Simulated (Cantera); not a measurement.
Mixture: CH4 : O2 : N2 = 1 : 1.82 : 6.84 (molar parts), equivalence ratio 1.1, at 101000 Pa, adiabatic and at constant volume. Ignition delay is the time to a rise of 400 K.

Model: GRI-Mech 3.0 (53 species, 325 reactions), integrated in Cantera.

Q: Predict: delay at 1098 K; delay at 1173 K; delay at 1248 K; delay at 1323 K; delay at 1398 K; delay at 1473 K; apparent activation energy between 1323 and 1473 K.

A: 
* **delay at 1098 K**: 0.214 s
* **delay at 1173 K**: 67.4 ms
* **delay at 1248 K**: 23.2 ms
* **delay at 1323 K**: 8.62 ms
* **delay at 1398 K**: 3.46 ms
* **delay at 1473 K**: 1.50 ms
* **apparent activation energy between 1323 and 1473 K**: 190 kJ/mol
